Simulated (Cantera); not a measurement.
## Silicon oxide and oxynitride deposition: SiH4 + H2O + N2 + CO2

A closed system holds: 1 mol SiH4, 0.57 mol H2O, 180 mol N2, 17 mol CO2, at 573.15 K and 10.0 Pa.

Method: chemical equilibrium by Gibbs-energy minimisation in Cantera with the NASA 1993 tables (ideal gas, pure condensed phases). Candidate condensed phases: C, C6H6, C7H8, C8H18, H2O, Si, SiC, SiO2, Si2N2O, Si3N4; 151 gas species. Equilibrium is a limit: real reactors are often held back by kinetics, nucleation or transport.

The x(N2) is 0.902 and the x(CO2) is 0.0759. The x(H2) is 0.0107, the x(CO) is 0.00931 and the x(H2O) is 0.00214. The n(SiO2(α-quartz)) is 1.00 mol, the gas amount is 199.6 mol and the log10 activity of C(graphite) (absent) is -0.47. The log10 activity of Si(s) (absent) is -32.82.
